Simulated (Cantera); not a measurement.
Feed: 1 mol Si2Cl6, 0.88 mol Cl2, 3.4 mol H2, at 725 °C and 68.0 mbar.

These are equilibrium values from Cantera (NASA tables, ideal gas, pure condensed phases), not measurements of a reactor. Candidate condensed phases: Si; 19 gas species. The feed counts by its element totals alone. The tables' values for SiCl3 are old estimates; treat these amounts as uncertain. Rates play no part.

Base state: H2 0.600, SiCl4 0.314, SiHCl3 0.0544, HCl 0.0241, SiCl3 0.00457, SiCl2 0.00163, SiH2Cl2 0.00101 (mole fractions); condensed: Si(s).

What changes in the equilibrium state with this change: pressure from 68.0 mbar to 1.00 bar?


```
species      before     after
----------  -------  --------
H2            0.600     0.600
SiCl4         0.314     0.314
SiHCl3       0.0544    0.0621
SiCl3       0.00457   0.00136
HCl          0.0241    0.0210
SiCl2       0.00163  0.000145
SiH2Cl2     0.00101   0.00133
Si(s), mol  0.00663         0
```
